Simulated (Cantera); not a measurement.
**Ignition delay**

Mixture: 7.75 % C3H8, 19.4 % O2, 72.9 % N2, equivalence ratio 2.0, at 1.97 atm, adiabatic and at constant pressure. Ignition delay is the time to a rise of 400 K.

Detailed kinetics in Cantera: GRI-Mech 3.0 (53 species, 325 reactions). GRI-Mech 3.0 was tuned for natural gas; its chemistry of propane as a main component is partial and can be far from experiment.

```csv
T0 (K),delay (ms)
1298,0.768
1398,0.176
1498,0.0571
1598,0.0245
1698,0.0131
1798,0.00810
1898,0.00559
```

The apparent activation energy between 1698 and 1898 K is 110 kJ/mol.
